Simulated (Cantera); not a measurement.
# Equilibrium for sublimation and decomposition of ceramics: TiC + C + H2

Input: 1 mol TiC, 0.21 mol C, 0.05 mol H2, at 1525 K and 0.133 bar.

Cantera equilibrium calculation (NASA polynomials, part measured and part estimated; ideal gas, pure solids and liquids). Candidate condensed phases: C, C6H6, C7H8, C8H18, Ti, TiC; 77 gas species. TiC: taken at fixed stoichiometry. Equilibrium is a limit: real reactors are often held back by kinetics, nucleation or transport.

The x(H2) comes out as 1.000 and the x(CH4) is 0.000304. The x(H) comes out as 6.48e-5 and the x(C2H2 (acetylene)) is 1.21e-5. The n(C(graphite)) comes out as 0.210 mol, the n(TiC(s)) is 1.00 mol and the gas amount is 0.04999 mol. The log10 activity of Ti(β) (absent) is -5.67.
